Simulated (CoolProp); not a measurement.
Vapour-liquid equilibrium of n-hexane (1) + dimethyl carbonate (2) at 375.8 K; x and y are mole fractions of (1).

Values from CoolProp's multi-fluid Helmholtz-energy mixture model, Thol 2019 and Zhou 2011; pair parameters Bell 2016.

```tsv
x	bubble pressure, mixture model (MPa)	bubble pressure, Raoult's law (MPa)	y, mixture model	y, Raoult's law
0.05	0.1853	0.1545	0.226	0.085
0.125	0.2224	0.1631	0.389	0.202
0.2	0.2457	0.1717	0.473	0.307
0.275	0.2608	0.1803	0.526	0.402
0.35	0.2709	0.1889	0.563	0.488
0.425	0.2780	0.1975	0.594	0.567
0.5	0.2832	0.2061	0.622	0.639
0.575	0.2870	0.2147	0.650	0.706
0.65	0.2894	0.2234	0.683	0.767
0.725	0.2901	0.2320	0.721	0.824
0.8	0.2886	0.2406	0.769	0.876
0.875	0.2836	0.2492	0.833	0.925
0.95	0.2738	0.2578	0.920	0.971
```

The largest gap from Raoult's law is +44.6 % in bubble pressure, at x = 0.275. y crosses x between x = 0.65 and 0.725: the model has an azeotrope there.

The pair parameters rest on a limited set of measurements; away from them the model extrapolates.
